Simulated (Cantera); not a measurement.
Input (Python, Cantera) and output of one run.

```python
import numpy as np
import cantera as ct

gas_names = [...]  # 123 gases of nasa_gas.yaml made of C, H, O, Si
cond_names = """
    C(gr) C6H6(L) C7H8(L) C8H18(L),n-octa H2O(s) H2O(L) Si(cr) Si(L) SiC(b) SiO2(Lqz) SiO2(hqz) SiO2(L)
""".split()


# ... load() reads the species with a 1 bar reference pressure and builds the phases ...
atoms = {
    'TEOS': {'Si': 1, 'C': 8, 'H': 20, 'O': 4},
    'O2': {'O': 2},
}
top_T = {'C(gr)': 4500, 'SiC(b)': 3050}  # K; cautious upper limits of use, not melting points


# ... equilibrate(T, P, feed) seeds the gas with the atoms and calls Mixture.equilibrate('TP', solver="vcs", rtol=1e-11, max_steps=5000) ...
results = []
feed = {'TEOS': 1, 'O2': 18}  # mol
P = 1333.22  # Pa
for T in [1125, 1200, 1275, 1350, 1425, 1500, 1575, 1650, 1725, 1800]:
    mix = equilibrate(T, P, feed)
    results.append((T, P, feed, dict(zip(mix.species_names, mix.species_moles))))

top = {s: max(r[3][s] / sum(r[3][g] for g in gas_names) for r in results) for s in gas_names}
cols = sorted((s for s in top if top[s] > 0.001), key=lambda s: -top[s])[:7]
seen = [c for c in cond_names if any(r[3].get(c, 0) > 1e-12 for r in results)]
print("log10 of partial pressures in bar; condensed amounts in mol")
print(f"{'T/K':>10s}" + "".join(f"{s[:9]:>10s}" for s in cols + seen))
for T, P, feed, n in results:
    ng = sum(n[g] for g in gas_names)
    print(f"{T:10.4g}" + "".join(f"{np.log10(max(n[s] / ng * P / 1e5, 1e-99)):10.3f}" for s in cols)
          + "".join(f"{n.get(c, 0):10.4g}" for c in seen))
```

Output:

```
log10 of partial pressures in bar; condensed amounts in mol
       T/K       H2O       CO2        O2        OH        CO SiO2(hqz)   SiO2(L)
      1125    -2.255    -2.352    -2.477    -7.073    -9.690         1         0
      1200    -2.255    -2.352    -2.477    -6.601    -8.872         1         0
      1275    -2.255    -2.352    -2.477    -6.185    -8.151         1         0
      1350    -2.255    -2.352    -2.477    -5.814    -7.510         1         0
      1425    -2.255    -2.352    -2.477    -5.483    -6.938         1         0
      1500    -2.256    -2.352    -2.477    -5.184    -6.424         1         0
      1575    -2.256    -2.352    -2.478    -4.914    -5.959         1         0
      1650    -2.257    -2.353    -2.478    -4.669    -5.537         1         0
      1725    -2.257    -2.353    -2.478    -4.446    -5.153         0         1
      1800    -2.259    -2.355    -2.479    -4.241    -4.802         0         1
```

These are equilibrium values from Cantera (NASA tables, ideal gas, pure condensed phases), not measurements of a reactor. The feed counts by its element totals alone. The tables hold silica as quartz up to 1696 K and as liquid above; real silica turns to tridymite and cristobalite and melts near 1996 K.
